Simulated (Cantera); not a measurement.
Thermodynamics of boron, boron nitride and boron oxide, feed borazine + O₂ + N₂ + H₂O

A closed system holds: 1 mol borazine, 6.1 mol O₂, 1.7 mol N₂, 0.16 mol H₂O, at 92000 Pa.

Method: chemical equilibrium by Gibbs-energy minimisation in Cantera with the NASA 1993 tables (ideal gas, pure condensed phases). Candidate condensed phases: B, BN, B₂O₃, B₃O₃H₃, H₂O; 39 gas species. The feed counts by its element totals alone. Gases not in the tables: H₃BO₃. Rates play no part.

From 675 °C to 1175 °C the condensed part is B₂O₃(l). The share of B in condensed phases is highest at 1025 °C (98.0 %) and lowest at 675 °C (93.6 %).

| T (°C) | x N₂ | x H₂O | x O₂ | x HBO₂ | x (HBO₂)₃ | x NO | x OH | x B₂O₃ | n B₂O₃(l) |
|---|---|---|---|---|---|---|---|---|---|
| 675 | 0.369 | 0.353 | 0.271 | 5.13e-6 | 0.00738 | 1.33e-5 | 8.05e-8 | <1e-12 | 1.40 |
| 725 | 0.368 | 0.355 | 0.271 | 1.56e-5 | 0.00572 | 2.37e-5 | 2.27e-7 | 3.31e-12 | 1.43 |
| 775 | 0.368 | 0.357 | 0.270 | 4.25e-5 | 0.00451 | 4.01e-5 | 5.78e-7 | 3.25e-11 | 1.44 |
| 825 | 0.368 | 0.358 | 0.270 | 0.000105 | 0.00362 | 6.47e-5 | 1.35e-6 | 2.57e-10 | 1.45 |
| 875 | 0.368 | 0.359 | 0.270 | 0.000239 | 0.00295 | 0.000100 | 2.95e-6 | 1.68e-9 | 1.46 |
| 925 | 0.368 | 0.359 | 0.270 | 0.000505 | 0.00243 | 0.000149 | 6.00e-6 | 9.37e-9 | 1.47 |
| 975 | 0.367 | 0.359 | 0.270 | 0.00100 | 0.00203 | 0.000215 | 1.16e-5 | 4.51e-8 | 1.47 |
| 1025 | 0.367 | 0.359 | 0.270 | 0.00188 | 0.00171 | 0.000302 | 2.11e-5 | 1.91e-7 | 1.47 |
| 1075 | 0.367 | 0.359 | 0.269 | 0.00335 | 0.00146 | 0.000413 | 3.69e-5 | 7.26e-7 | 1.47 |
| 1125 | 0.366 | 0.357 | 0.269 | 0.00571 | 0.00125 | 0.000553 | 6.19e-5 | 2.49e-6 | 1.46 |
| 1175 | 0.365 | 0.355 | 0.268 | 0.00934 | 0.00108 | 0.000724 | 0.000100 | 7.82e-6 | 1.44 |
x: gas mole fraction; n: condensed amount in mol.
